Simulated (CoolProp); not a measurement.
A simple Rankine cycle with n-perfluoropentane: condensing at 297.15 K, boiler at 0.444 MPa, turbine inlet 352.5 K, turbine efficiency 0.85, pump efficiency 0.6, no recuperator. Each further row changes one setting.

The numbers come from the reference Helmholtz-energy equation of state, Gao 2022 in CoolProp.

```tsv
case	thermal efficiency (%)	net work (kJ/kg)	heat in (kJ/kg)	turbine exit temperature (K)	volume ratio over the turbine
as stated	9.3	12.5	134	332.3	5.81
turbine inlet 372.5 K	8.8	13.5	153	352.7	5.65
condensing temperature 289.15 K	10.5	15.0	143	329.1	7.97
boiler pressure 0.311 MPa	7.5	10.2	136	337.4	3.89
turbine efficiency 0.75	8.2	11.0	134	334.0	5.85
```
